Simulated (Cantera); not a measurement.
A closed system holds: 1 mol SiH2Cl2, 0.11 mol N2O, 120 mol N2, 0.53 mol H2O, at 41.0 Pa.

Equilibrium computed with Cantera from the NASA thermochemical tables; the gas is ideal and each condensed phase is pure. Candidate condensed phases: H2O, NH4Cl, Si, SiO2, Si2N2O, Si3N4; 47 gas species. The tables' values for SiCl are old estimates; treat these amounts as uncertain. Kinetics and transport are ignored.

Task: At 1600 K, list the 5 most abundant gas species with their mole fractions, and the condensed phases.

Result: N2 0.974, HCl 0.0102, H2 0.00722, SiO 0.00519, SiCl2 0.00288. Condensed: gas only.
